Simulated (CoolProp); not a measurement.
A closed Brayton cycle with nitrogen: compressor inlet 319.15 K and 0.57 MPa, high pressure 1.5 MPa, turbine inlet 915 K, compressor efficiency 0.85, turbine efficiency 0.93, recuperator effectiveness 0.9 (on enthalpy, no pinch check). Each further row changes one setting.

Computed with CoolProp (reference Helmholtz-energy equation of state, Span 2000).

| case | thermal efficiency (%) | net work (kJ/kg) | compressor to turbine work | compressor exit (K) | turbine exit (K) |
|---|---|---|---|---|---|
| as stated | 37.2 | 92.2 | 0.57 | 438.5 | 723.3 |
| turbine inlet 865 K | … | 80.1 | … | 438.5 | … |
| compressor inlet 329.15 K | 35.8 | … | 0.59 | 452.2 | 723.3 |
| high pressure 1.27 MPa | 37.6 | … | … | … | … |
| recuperator effectiveness 0.5 | 24.9 | 92.2 | 0.57 | 438.5 | 723.3 |

**Question.** Fill in the missing entries.

**Answer.** 
- turbine inlet 865 K, thermal efficiency (%): 34.6
- turbine inlet 865 K, compressor to turbine work: 0.61
- turbine inlet 865 K, turbine exit (K): 682.2
- compressor inlet 329.15 K, net work (kJ/kg): 88.2
- high pressure 1.27 MPa, net work (kJ/kg): 82.7
- high pressure 1.27 MPa, compressor to turbine work: 0.55
- high pressure 1.27 MPa, compressor exit (K): 415.6
- high pressure 1.27 MPa, turbine exit (K): 753.4
